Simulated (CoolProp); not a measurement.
CH3F (R41) at 260.32 K and 3.87 MPa is throttled through a valve to 1.41 MPa with no heat exchange. Each further row changes one setting.

Values from CoolProp's reference Helmholtz-energy equation of state, Lemmon 2006. It is a short technical equation, of lower accuracy than the large ones.

```csv
case,temperature change (K),final phase,final density (kg/m³)
as stated,-0.2,…,…
outlet pressure 0.423 MPa,-35.1,…,45.4
outlet pressure 1.83 MPa,-0.1,liquid,…
```

Question: Complete the blanks.

Answer: 
- as stated, final phase: two-phase, vapour fraction 0.000
- as stated, final density (kg/m³): 719
- outlet pressure 0.423 MPa, final phase: two-phase, vapour fraction 0.180
- outlet pressure 1.83 MPa, final density (kg/m³): 722
